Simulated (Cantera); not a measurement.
Input: 1 mol V₂O₃, 970 mol H₂, at 1948 K and 45.0 Pa.

These are equilibrium values from Cantera (NASA tables, ideal gas, pure condensed phases), not measurements of a reactor. Candidate condensed phases: H₂O, V, VO, V₂O₃, V₂O₄, V₂O₅; 12 gas species. Equilibrium is a limit: real reactors are often held back by kinetics, nucleation or transport.

Base state: H₂ 0.945, H 0.0518, VO 0.00126, H₂O 0.00100, V 0.000375, VO₂ 0.000368 (mole fractions); condensed: gas only.

Q: What changes in the equilibrium state with this change: temperature from 1948 K to 1223 K?

A: 
```csv
species,before,after
H₂,0.945,0.999
H₂O,0.00100,0.000549
H,0.0518,1.42e-5
VO,0.00126,<1e-9
V,0.000375,<1e-9
VO₂,0.000368,<1e-9
"VO(s), mol",0,1.06
"V₂O₃(s), mol",0,0.468
```
Mutual solubility and eutectic melting of coexisting phases are not modelled. VO: taken at fixed stoichiometry. Condensed phases not in the tables: the oxides between V₂O₃ and V₂O₅ other than VO₂.

Q: What changes in the equilibrium state with this change: temperature from 1948 K to 2123.15 K?

A: 
| species | before | after |
|---|---|---|
| H₂ | 0.945 | 0.842 |
| H | 0.0518 | 0.155 |
| H₂O | 0.00100 | 0.00119 |
| VO | 0.00126 | 0.00112 |
| OH | 4.97e-6 | 2.72e-5 |
| VO₂ | 0.000368 | 0.000253 |
| V | 0.000375 | 0.000527 |
